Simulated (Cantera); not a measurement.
An isothermal, constant-pressure homogeneous reactor starts with 16.7 % H2, 83.3 % O2, equivalence ratio 0.10, at 1375 K and 0.00227 atm.

Model: the H2/O2 subset of GRI-Mech 3.0, which has no nitrogen chemistry, integrated in Cantera. Radical loss at walls, strong at low pressure, is not modelled. The temperature is held fixed by assumption; the heat of reaction is taken as removed at once.

One state of this run: x H2 = 0.00106; x O2 = 0.806; x H2O = 0.175; x HO2 = 6.13e-7; x H2O2 = 2.49e-8; x H = 0.00196. x: mole fraction; the columns are a selection and need not sum to one.

Which value of t (s) does it belong to?
(A) 2.00
(B) 2.51e-5
(C) 0.399
(D) 1.00e-6

A, 2.00
